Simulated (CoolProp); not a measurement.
Vapour-liquid equilibrium of R114 (1) + n-pentane (2) at 41.15 °C; x and y are mole fractions of (1).

Model: multi-fluid Helmholtz-energy mixture model, Platzer 1990 and Thol 2019; pair parameters Bell 2016, in CoolProp. This equation is an older, rougher fit; its heat capacities, sound speeds and derivatives of the liquid may be far off and weren't checked against measurements.

Question: Give the bubble pressure and the first vapour's composition at x = 0.05, 0.35, 0.8. Is there an azeotrope?

Answer: x = 0.05: 0.1412 MPa, y = 0.183; x = 0.35: 0.2360 MPa, y = 0.632; x = 0.8: 0.3209 MPa, y = 0.885. No azeotrope shows between x = 0.05 and 0.95.

Pair parameters are fitted to limited data, so mixtures are less certain than the pure fluids.
